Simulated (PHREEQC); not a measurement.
Solution A (53 mmol/kgw CuCl2, 6 mmol/kgw HCl and 0.077 mmol/kgw Na2SO4) is mixed with solution B (0.0041 mol/kgw H3BO3 and 0.0027 mol/kgw KOH) at 20 °C; shares are by mass of water, 1 kg in all. Oxygen is held at 0.21 atm. No CO2 enters from the air. Solids allowed: Cu(OH)2, Brochantite, Antlerite, Atacamite, Halite, Mirabilite, Chalcanthite. Others were left out.

All values are PHREEQC results (ion-association model, wateq4f.dat), not measurements.

Q: Predict pH, Cu in solution (mol/kgw), Cu+2 (mol/kgw), H3BO3 (mol/kgw) at share of solution B = 0, 0.3, 0.4, 0.8.

A: 
```tsv
share of solution B	pH	Cu in solution (mol/kgw)	Cu+2 (mol/kgw)	H3BO3 (mol/kgw)
0	2.31	0.0530	0.0490	0
0.3	2.56	0.0371	0.0349	0.00123
0.4	2.68	0.0318	0.0301	0.00164
0.8	4.62	0.00995	0.00969	0.00328
```
